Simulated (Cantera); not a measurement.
Charge: 1 mol B, 4.9 mol O₂, held at 1823 K and 1000 Pa.

Cantera equilibrium calculation (NASA polynomials, part measured and part estimated; ideal gas, pure solids and liquids). Candidate condensed phases: B, B₂O₃; 10 gas species. The numbers say what is thermodynamically allowed, not how fast it happens.

Base state: O₂ 0.884, B₂O₃ 0.0992, BO₂ 0.0156, O 0.00142 (mole fractions); condensed: gas only.

**Question.** What changes in the equilibrium state with this change: O₂ from 4.9 to 0.43 mol?

**Answer.** 
```json
[
 {"species": "B₂O₂", "before": "2.67e-8", "after": "0.772"},
 {"species": "B₂O₃", "before": "0.0992", "after": "0.193"},
 {"species": "BO", "before": "6.44e-6", "after": "0.0347"},
 {"species": "O₂", "before": "0.884", "after": "<1e-9"},
 {"species": "BO₂", "before": "0.0156", "after": "5.63e-6"},
 {"species": "O", "before": "0.00142", "after": "<1e-9"},
 {"species": "B₂O", "before": "<1e-9", "after": "0.000310"},
 {"species": "B(s), mol", "before": "0", "after": "0.217"}
]
```

**Question.** What changes in the equilibrium state with this change: pressure from 1000 Pa to 1600 Pa?

**Answer.** 
| species | before | after |
|---|---|---|
| O₂ | 0.884 | 0.885 |
| B₂O₃ | 0.0992 | 0.100 |
| BO₂ | 0.0156 | 0.0140 |
| O | 0.00142 | 0.00112 |
